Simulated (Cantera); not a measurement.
**Equilibrium for calcination and drying: LiOH + H₂O**

Charge: 1 mol LiOH, 3.9 mol H₂O, at 0.0100 bar.

Equilibrium computed with Cantera from the NASA thermochemical tables; the gas is ideal and each condensed phase is pure. Candidate condensed phases: H₂O, Li, LiH, LiOH, Li₂O; 17 gas species. Equilibrium is a limit: real reactors are often held back by kinetics, nucleation or transport.

From 1048 K to 1448 K the condensed part is Li₂O(s). From 1548 K to 2148 K nothing is condensed. The main Li-bearing gas is LiOH throughout.

```json
[
 {"T (K)": "1048", "x H₂O": "0.999", "x LiOH": "0.000605", "x H₂": "2.89e-6", "x O₂": "1.41e-6", "x OH": "1.43e-7", "x Li": "8.01e-11", "n Li₂O(s)": "0.499"},
 {"T (K)": "1148", "x H₂O": "0.996", "x LiOH": "0.00373", "x H₂": "1.51e-5", "x O₂": "7.30e-6", "x OH": "1.10e-6", "x Li": "4.84e-9", "n Li₂O(s)": "0.491"},
 {"T (K)": "1248", "x H₂O": "0.983", "x LiOH": "0.0169", "x H₂": "6.07e-5", "x O₂": "2.89e-5", "x OH": "6.02e-6", "x Li": "1.50e-7", "n Li₂O(s)": "0.462"},
 {"T (K)": "1348", "x H₂O": "0.940", "x LiOH": "0.0597", "x H₂": "0.000194", "x O₂": "9.15e-5", "x OH": "2.51e-5", "x Li": "2.76e-6", "n Li₂O(s)": "0.363"},
 {"T (K)": "1448", "x H₂O": "0.830", "x LiOH": "0.168", "x H₂": "0.000497", "x O₂": "0.000237", "x OH": "8.17e-5", "x Li": "3.41e-5", "n Li₂O(s)": "0.0921"},
 {"T (K)": "1548", "x H₂O": "0.794", "x LiOH": "0.203", "x H₂": "0.00118", "x O₂": "0.000566", "x OH": "0.000238", "x Li": "0.000143", "n Li₂O(s)": "0"},
 {"T (K)": "1648", "x H₂O": "0.792", "x LiOH": "0.203", "x H₂": "0.00258", "x O₂": "0.00124", "x OH": "0.000624", "x Li": "0.000414", "n Li₂O(s)": "0"},
 {"T (K)": "1748", "x H₂O": "0.788", "x LiOH": "0.202", "x H₂": "0.00516", "x O₂": "0.00250", "x OH": "0.00146", "x Li": "0.00106", "n Li₂O(s)": "0"},
 {"T (K)": "1848", "x H₂O": "0.780", "x LiOH": "0.200", "x H₂": "0.00953", "x O₂": "0.00465", "x OH": "0.00312", "x Li": "0.00243", "n Li₂O(s)": "0"},
 {"T (K)": "1948", "x H₂O": "0.767", "x LiOH": "0.195", "x H₂": "0.0164", "x O₂": "0.00809", "x OH": "0.00612", "x Li": "0.00509", "n Li₂O(s)": "0"},
 {"T (K)": "2048", "x H₂O": "0.746", "x LiOH": "0.188", "x H₂": "0.0266", "x O₂": "0.0133", "x OH": "0.0112", "x Li": "0.00980", "n Li₂O(s)": "0"},
 {"T (K)": "2148", "x H₂O": "0.714", "x LiOH": "0.176", "x H₂": "0.0407", "x O₂": "0.0206", "x OH": "0.0190", "x Li": "0.0174", "n Li₂O(s)": "0"}
]
```
x: gas mole fraction; n: condensed amount in mol.
